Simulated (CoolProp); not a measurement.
Values from CoolProp's reference Helmholtz-energy equation of state, Thol 2014.

Question: Give the vapour pressure (kPa), liquid density (kg/m³), enthalpy of vaporisation (kJ/kg), liquid cp (kJ/(kg K)) of saturated chloromethane (R40) at 306.3 K.

Answer: 
| T (K) | p (kPa) | liquid density (kg/m³) | enthalpy of vaporisation (kJ/kg) | liquid cp (kJ/(kg K)) |
|---|---|---|---|---|
| 306.3 | 727 | 895 | 364 | 1.65 |
